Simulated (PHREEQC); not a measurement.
A solution holds 0.0069 mol KOH and 0.00054 mol K3PO4 per kg of water, at 72 °C. Closed to the air; pH follows from the charge balance.

Computed with PHREEQC (ion-association model, wateq4f.dat).

```
Quantity                   Result
----------------  ---------------
pH                          10.59
ionic strength    0.00912 mol/kgw
total alkalinity      7.98 meq/kg
```

| species | molality | activity | log γ |
|---|---|---|---|
| K+ | 0.00851 | 0.00762 | -0.048 |
| OH- | 0.00741 | 0.00663 | -0.048 |
| HPO4-2 | 0.000501 | 0.000327 | -0.184 |
| PO4-3 | 3.38e-5 | 1.30e-5 | -0.415 |
| KHPO4- | 5.41e-6 | 4.87e-6 | -0.046 |
| H2PO4- | 1.19e-7 | 1.07e-7 | -0.046 |

This is a speciation only: nothing precipitates in the calculation. H3PO4, which wateq4f.dat lacks, is added to it with the constant of phreeqc.dat. Constants without temperature data keep their 25 °C values here.
